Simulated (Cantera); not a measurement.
Source: NASA polynomial tables (part measured, part estimated), evaluated in Cantera. Values are per mole of reaction as written; species without (g) are pure solids or liquids, kept so even where they would boil at 1 bar.

1.2 Ti + O₂(g) ⇌ 0.4 Ti₃O₅, with ΔH° = -983.7 kJ and ΔS° = -190.3 J/K at 300 K.

Problem. How far is the shortcut ΔG° ≈ ΔH°(300 K) − T·ΔS°(300 K) from the full temperature-dependent value at 1975, 2025, 2075, 2125, 2175, 2225, 2275, 2325, 2375, 2425 K?

Solution. 
```json
[
 {"T (K)": "1975", "shortcut (kJ)": "-607.9", "full (kJ)": "-642.7", "difference (kJ)": "34.8", "difference in log10 K": "-0.92", "condensed phases": "Ti(l), Ti₃O₅(s)"},
 {"T (K)": "2025", "shortcut (kJ)": "-598.4", "full (kJ)": "-634.2", "difference (kJ)": "35.8", "difference in log10 K": "-0.92", "condensed phases": "Ti(l), Ti₃O₅(s)"},
 {"T (K)": "2075", "shortcut (kJ)": "-588.9", "full (kJ)": "-626.5", "difference (kJ)": "37.6", "difference in log10 K": "-0.95", "condensed phases": "Ti(l), Ti₃O₅(l)"},
 {"T (K)": "2125", "shortcut (kJ)": "-579.4", "full (kJ)": "-619.7", "difference (kJ)": "40.4", "difference in log10 K": "-0.99", "condensed phases": "Ti(l), Ti₃O₅(l)"},
 {"T (K)": "2175", "shortcut (kJ)": "-569.9", "full (kJ)": "-612.9", "difference (kJ)": "43.1", "difference in log10 K": "-1.03", "condensed phases": "Ti(l), Ti₃O₅(l)"},
 {"T (K)": "2225", "shortcut (kJ)": "-560.4", "full (kJ)": "-606.2", "difference (kJ)": "45.8", "difference in log10 K": "-1.08", "condensed phases": "Ti(l), Ti₃O₅(l)"},
 {"T (K)": "2275", "shortcut (kJ)": "-550.8", "full (kJ)": "-599.4", "difference (kJ)": "48.6", "difference in log10 K": "-1.11", "condensed phases": "Ti(l), Ti₃O₅(l)"},
 {"T (K)": "2325", "shortcut (kJ)": "-541.3", "full (kJ)": "-592.7", "difference (kJ)": "51.3", "difference in log10 K": "-1.15", "condensed phases": "Ti(l), Ti₃O₅(l)"},
 {"T (K)": "2375", "shortcut (kJ)": "-531.8", "full (kJ)": "-585.9", "difference (kJ)": "54.1", "difference in log10 K": "-1.19", "condensed phases": "Ti(l), Ti₃O₅(l)"},
 {"T (K)": "2425", "shortcut (kJ)": "-522.3", "full (kJ)": "-579.2", "difference (kJ)": "56.9", "difference in log10 K": "-1.23", "condensed phases": "Ti(l), Ti₃O₅(l)"}
]
```
The shortcut ignores heat capacities and the phase changes listed.
